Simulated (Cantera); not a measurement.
Charge: 1 mol BF₃, 170 mol H₂, equilibrated at 1800 °C and 100 Torr.

These are equilibrium values from Cantera (NASA tables, ideal gas, pure condensed phases), not measurements of a reactor. Candidate condensed phases: B; 20 gas species. The tables' values for BF₂, BH₂ are old estimates; treat these amounts as uncertain. Kinetics and transport are ignored.

Base state: H₂ 0.977, HF 0.00967, H 0.00712, BF 0.00402, BF₂ 0.00125, BHF₂ 0.000261, BF₃ 0.000231, BH₂ 3.79e-5 (mole fractions); condensed: gas only.

**Question.** What changes in the equilibrium state with this change: temperature from 1800 °C to 652 °C?

**Answer.** 
```tsv
species	before	after
H₂	0.977	0.994
BF₃	0.000231	0.00575
HF	0.00967	9.71e-5
H	0.00712	<1e-9
BF	0.00402	<1e-9
BF₂	0.00125	1.21e-8
BH₂	3.79e-5	<1e-9
```
